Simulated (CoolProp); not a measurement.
Vapour-liquid equilibrium of methane (1) + ethylene (2) at 1.1 bar; x and y are mole fractions of (1).

Values from CoolProp's multi-fluid Helmholtz-energy mixture model, Setzmann 1991 and Smukala 2000; pair parameters Bell 2016.

Task: Give the bubble temperature and the first vapour's composition at x = 0.5, 0.8, 0.95. Is there an azeotrope?

Result: x = 0.5: 118.8 K, y = 0.993; x = 0.8: 115.0 K, y = 0.998; x = 0.95: 113.3 K, y = 0.999. No azeotrope shows between x = 0.05 and 0.95.

The pair parameters rest on a limited set of measurements; away from them the model extrapolates. With so large a gap from Raoult's law the liquid may split in two, which this calculation doesn't test in full.
